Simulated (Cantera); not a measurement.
Input (Python, Cantera) and output of one run.

```python
import numpy as np
import cantera as ct

gas_names = [...]  # 110 gases of nasa_gas.yaml made of C, H, O
cond_names = """
    C(gr) C6H6(L) C7H8(L) C8H18(L),n-octa H2O(s) H2O(L)
""".split()


# ... load() reads the species with a 1 bar reference pressure and builds the phases ...
atoms = {
    'acetone': {'C': 3, 'H': 6, 'O': 1},
    'H2O': {'H': 2, 'O': 1},
    'H2': {'H': 2},
}
top_T = {'C(gr)': 4500}  # K; cautious upper limits of use, not melting points


# ... equilibrate(T, P, feed) seeds the gas with the atoms and calls Mixture.equilibrate('TP', solver="vcs", rtol=1e-11, max_steps=5000) ...
results = []
feed = {'acetone': 1, 'H2O': 0.03, 'H2': 6.7}  # mol
P = 120  # Pa
for T in [1875, 1975, 2075, 2175, 2275, 2375, 2475, 2575, 2675, 2775]:
    mix = equilibrate(T, P, feed)
    results.append((T, P, feed, dict(zip(mix.species_names, mix.species_moles))))

top = {s: max(r[3][s] / sum(r[3][g] for g in gas_names) for r in results) for s in gas_names}
cols = sorted((s for s in top if top[s] > 0.0001), key=lambda s: -top[s])[:8]
seen = [c for c in cond_names if any(r[3].get(c, 0) > 1e-12 for r in results)]
print("log10 of partial pressures in bar; condensed amounts in mol")
print(f"{'T/K':>10s}" + "".join(f"{s[:9]:>10s}" for s in cols + seen))
for T, P, feed, n in results:
    ng = sum(n[g] for g in gas_names)
    print(f"{T:10.4g}" + "".join(f"{np.log10(max(n[s] / ng * P / 1e5, 1e-99)):10.3f}" for s in cols)
          + "".join(f"{n.get(c, 0):10.4g}" for c in seen))
```

Result:

```
log10 of partial pressures in bar; condensed amounts in mol
       T/K        H2         H        CO        C3 C2H2,acet         C       C2H        C2     C(gr)
      1875    -2.973    -4.670    -3.944   -11.986    -6.472   -11.765   -10.094   -13.066     1.964
      1975    -2.982    -4.355    -3.948   -10.828    -6.169   -10.753    -9.307   -11.902     1.958
      2075    -2.998    -4.074    -3.955    -9.785    -5.905    -9.840    -8.601   -10.852     1.947
      2175    -3.027    -3.825    -3.968    -8.839    -5.678    -9.011    -7.967    -9.900      1.93
      2275    -3.072    -3.607    -3.987    -7.980    -5.492    -8.256    -7.399    -9.033     1.904
      2375    -3.143    -3.422    -4.014    -7.194    -5.350    -7.565    -6.894    -8.240     1.869
      2475    -3.246    -3.271    -4.050    -6.474    -5.258    -6.930    -6.450    -7.512     1.819
      2575    -3.388    -3.155    -4.091    -5.812    -5.221    -6.344    -6.064    -6.841     1.724
      2675    -3.574    -3.074    -4.133    -5.201    -5.241    -5.803    -5.735    -6.222     1.448
      2775    -3.805    -3.028    -4.175    -4.635    -5.318    -5.301    -5.459    -5.648    0.4767
```

Cantera equilibrium calculation (NASA polynomials, part measured and part estimated; ideal gas, pure solids and liquids). The feed counts by its element totals alone.
